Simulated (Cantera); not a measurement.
Gas mixture: 83.8 % N₂, 16.2 % C₂H₄, at 780000 Pa, frozen composition.

Cantera's kinetic-theory transport with the Lennard-Jones parameters of GRI-Mech 3.0, ideal gas; thermal conductivity in the mixture-averaged form. The composition is frozen, though it would react at the higher temperatures.

D: mixture-averaged diffusion coefficient of that species in the mixture.

```
T (K)  ρ (kg/m³)  cp (J/kg/K)  μ (µPa s)  λ (mW/m/K)     Pr  D (cm²/s) NH₃  D (cm²/s) NO  D (cm²/s) N₂
-----  ---------  -----------  ---------  ----------  -----  -------------  ------------  ------------
400         6.57         1182       20.4        32.9  0.734         0.0468        0.0422        0.0354
650         4.04         1341       29.0        51.5  0.756          0.115        0.0971        0.0835
900         2.92         1475       36.3        69.3  0.772          0.204         0.168         0.146
1150        2.29         1580        [?]         [?]  0.784            [?]           [?]           [?]
1400        1.88         1654       48.6         102  0.789          0.436         0.351         0.307
1650        1.59         1709        [?]         [?]  0.792            [?]           [?]           [?]
1900        1.38         1750       59.4         131  0.794          0.730         0.582         0.511
```

Q: What belongs in the gaps?

A: 
- 1150, μ (µPa s): 42.7
- 1150, λ (mW/m/K): 86.1
- 1150, D (cm²/s) NH₃: 0.312
- 1150, D (cm²/s) NO: 0.253
- 1150, D (cm²/s) N₂: 0.221
- 1650, μ (µPa s): 54.1
- 1650, λ (mW/m/K): 117
- 1650, D (cm²/s) NH₃: 0.576
- 1650, D (cm²/s) NO: 0.461
- 1650, D (cm²/s) N₂: 0.404
